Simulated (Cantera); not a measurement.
A perfectly stirred reactor is fed with C₂H₆ : O₂ : N₂ : H₂O = 1 : 7.29 : 30.6 : 1.5 (molar parts), equivalence ratio 0.48, at 0.987 atm; it is adiabatic with a 773 K inlet, and is followed from long to short residence time, starting on the burning branch (τ in s: 0.045, 0.021, 0.01, 0.0048, 0.0023, 0.0011, 0.00051, 0.00024, 0.00012, 5.5e-05, 2.6e-05, 1.2e-05, 5.8e-06).

Model: GRI-Mech 3.0 (53 species, 325 reactions), integrated in Cantera.

Task: What does this change do: inlet temperature 773 to 650 K?

Result: 
| quantity | before | after |
|---|---|---|
| blow-out, bracketed by the residence times tried | burning at 0.240 ms, out at 0.120 ms | burning at 0.510 ms, out at 0.240 ms |
| x(C₂H₆) at τ = 45.0 ms | 2.15e-6 | 3.29e-6 |
| x(O₂) at τ = 45.0 ms | 0.0925 | 0.0926 |
| x(H₂O) at τ = 45.0 ms | 0.109 | 0.109 |
| x(HCN) at τ = 45.0 ms | 2.33e-9 | 1.61e-9 |
| x(OH) at τ = 45.0 ms | 0.00133 | 0.000996 |
| x(C₂H₆) at τ = 0.510 ms | 5.62e-5 | 0.000107 |
| x(O₂) at τ = 0.510 ms | 0.0962 | 0.0986 |
| x(H₂O) at τ = 0.510 ms | 0.105 | 0.106 |
| x(HCN) at τ = 0.510 ms | 2.78e-8 | 2.43e-8 |
| x(OH) at τ = 0.510 ms | 0.00324 | 0.00203 |

Task: What does this change do: 3.9 parts CO2 added?

Result: 
```
quantity                                                                        before                                 after
------------------------------------------------  ------------------------------------  ------------------------------------
blow-out, bracketed by the residence times tried  burning at 0.240 ms, out at 0.120 ms  burning at 0.510 ms, out at 0.240 ms
x(C₂H₆) at τ = 45.0 ms                                                         2.15e-6                               3.33e-6
x(O₂) at τ = 45.0 ms                                                            0.0925                                0.0847
x(H₂O) at τ = 45.0 ms                                                            0.109                                0.0998
x(HCN) at τ = 45.0 ms                                                          2.33e-9                               1.42e-9
x(OH) at τ = 45.0 ms                                                           0.00133                              0.000904
x(C₂H₆) at τ = 0.510 ms                                                        5.62e-5                              0.000117
x(O₂) at τ = 0.510 ms                                                           0.0962                                0.0916
x(H₂O) at τ = 0.510 ms                                                           0.105                                0.0961
x(HCN) at τ = 0.510 ms                                                         2.78e-8                               2.16e-8
x(OH) at τ = 0.510 ms                                                          0.00324                               0.00173
```
